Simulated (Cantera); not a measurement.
A Cantera script and its output.

```python
import numpy as np
import cantera as ct

surf = ct.Interface("ptcombust.yaml", "Pt_surf")
gas = surf.adjacent["gas"]
gas.TPX = 648, 500000, {'H2': 0.0029, 'O2': 0.059, 'N2': 0.79}
surf.TP = 648, 500000
reactor = ct.FlowReactor(gas, clone=False)
reactor.area = 0.0001  # m2
reactor.surface_area_to_volume_ratio = 180  # 1/m
reactor.mass_flow_rate = 0.12 * reactor.area * gas.density  # inlet velocity 0.12 m/s
reactor.energy_enabled = False
wall = ct.ReactorSurface(surf, reactor, clone=False)
net = ct.ReactorNet([reactor])
net.rtol, net.atol = 1e-8, 1e-16
show, cover = ['H2', 'O2', 'H2O'], ['PT(S)', 'H(S)', 'O(S)', 'OH(S)', 'CO(S)', 'C(S)']

rows = []
print(f"{'z/m':>9s}{'u/(m/s)':>9s}" + "".join(f"{s:>13s}" for s in show + cover))
for z in [3.7e-05, 7.1e-05, 0.00014, 0.00026, 0.00051, 0.00098, 0.0019, 0.0037]:
    net.advance(z)
    rows.append([reactor.speed, *gas[show].X, *surf[cover].coverages])
    print(f"{z:9.4g}{rows[-1][0]:9.3g}" + "".join(f"{x:13.4e}" for x in rows[-1][1:]))
```

Result:

```
      z/m  u/(m/s)           H2           O2          H2O        PT(S)         H(S)         O(S)        OH(S)        CO(S)         C(S)
  3.7e-05     0.12   2.9760e-03   6.9057e-02   4.2885e-04   7.3997e-02   4.6135e-08   9.1927e-01   6.7260e-03   5.9487e-25   1.2461e-28
  7.1e-05     0.12   2.6669e-03   6.8913e-02   7.3847e-04   6.6454e-02   3.7177e-08   9.2679e-01   6.7479e-03  -3.0568e-24  -7.2579e-28
  0.00014     0.12   2.2015e-03   6.8696e-02   1.2047e-03   5.5035e-02   2.5525e-08   9.3832e-01   6.6333e-03  -9.7745e-27  -6.2587e-31
  0.00026     0.12   1.6872e-03   6.8457e-02   1.7199e-03   4.2341e-02   1.5204e-08   9.5138e-01   6.2757e-03  -2.8254e-25  -6.0854e-29
  0.00051     0.12   1.1331e-03   6.8198e-02   2.2750e-03   2.8572e-02   7.0539e-09   9.6587e-01   5.5459e-03   4.8794e-26   1.3563e-29
  0.00098     0.12   6.9892e-04   6.7996e-02   2.7098e-03   1.7738e-02   2.8143e-09   9.7765e-01   4.6045e-03  -1.6948e-25  -2.3440e-29
   0.0019     0.12   3.9763e-04   6.7855e-02   3.0116e-03   1.0236e-02   9.8628e-10   9.8614e-01   3.6199e-03   4.0265e-26  -1.1584e-30
   0.0037     0.12   2.1292e-04   6.7769e-02   3.1967e-03   5.7306e-03   3.2631e-10   9.9150e-01   2.7640e-03   7.3502e-28   2.9788e-31
```

Cantera simulation using Deutschmann's 1995 Pt surface mechanism with GRI-Mech 3.0 gas chemistry; the numbers are that mechanism's predictions, not measurements. Catalytic surfaces can have several steady states; this one follows from the mechanism file's or the stated starting coverage. Mass transfer to the wall is taken as infinitely fast.
